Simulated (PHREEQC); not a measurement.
Brine

Make-up at 25 °C: 5.4 mol/kgw NaCl, 0.045 mol/kgw SrCl2 and 0.097 mol/kgw MgCl2. Closed to the air; pH follows from the charge balance.

Equilibrium calculation in PHREEQC: Pitzer model, pitzer.dat.

```
Item                        Value
-------------------  ------------
ionic strength       5.83 mol/kgw
activity of water           0.774
density               1.188 g/cm³
osmotic coefficient         1.268
```

```json
[
 {"species": "Cl-", "molality": "5.68", "activity": "3.46", "log γ": "-0.216"},
 {"species": "Na+", "molality": "5.40", "activity": "8.30", "log γ": "0.187"},
 {"species": "Mg+2", "molality": "0.0970", "activity": "0.415", "log γ": "0.631"},
 {"species": "Sr+2", "molality": "0.0450", "activity": "0.0860", "log γ": "0.281"},
 {"species": "H+", "molality": "3.34e-7", "activity": "2.13e-6", "log γ": "0.805"},
 {"species": "MgOH+", "molality": "3.22e-7", "activity": "2.33e-7", "log γ": "-0.140"},
 {"species": "OH-", "molality": "1.21e-8", "activity": "3.67e-9", "log γ": "-0.516"}
]
```

Precipitation was switched off in this run. Complexes and solids missing from the database can't appear.
